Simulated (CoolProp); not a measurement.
Properties of methanol along the isotherm 346.85 °C.

Computed with CoolProp (reference Helmholtz-energy equation of state, de Reuck 1993).

```json
[
 {"p (MPa)": "2.57", "phase": "gas", "cp (kJ/(kg K))": "2.376", "speed of sound (m/s)": "406.6", "expansivity (1/kK)": "1.866", "fugacity coefficient": "0.9488"},
 {"p (MPa)": "5.13", "phase": "gas", "cp (kJ/(kg K))": "2.674", "speed of sound (m/s)": "387.0", "expansivity (1/kK)": "2.257", "fugacity coefficient": "0.8986"},
 {"p (MPa)": "7.7", "phase": "gas", "cp (kJ/(kg K))": "3.035", "speed of sound (m/s)": "370.8", "expansivity (1/kK)": "2.797", "fugacity coefficient": "0.8505"},
 {"p (MPa)": "10.3", "phase": "supercritical", "cp (kJ/(kg K))": "3.489", "speed of sound (m/s)": "356.6", "expansivity (1/kK)": "3.592", "fugacity coefficient": "0.8047"},
 {"p (MPa)": "12.8", "phase": "supercritical", "cp (kJ/(kg K))": "3.986", "speed of sound (m/s)": "350.0", "expansivity (1/kK)": "4.464", "fugacity coefficient": "0.7632"},
 {"p (MPa)": "15.4", "phase": "supercritical", "cp (kJ/(kg K))": "4.601", "speed of sound (m/s)": "341.7", "expansivity (1/kK)": "5.691", "fugacity coefficient": "0.7231"},
 {"p (MPa)": "18", "phase": "supercritical", "cp (kJ/(kg K))": "5.308", "speed of sound (m/s)": "335.7", "expansivity (1/kK)": "7.174", "fugacity coefficient": "0.6857"},
 {"p (MPa)": "20.5", "phase": "supercritical", "cp (kJ/(kg K))": "5.902", "speed of sound (m/s)": "334.4", "expansivity (1/kK)": "8.389", "fugacity coefficient": "0.6521"}
]
```
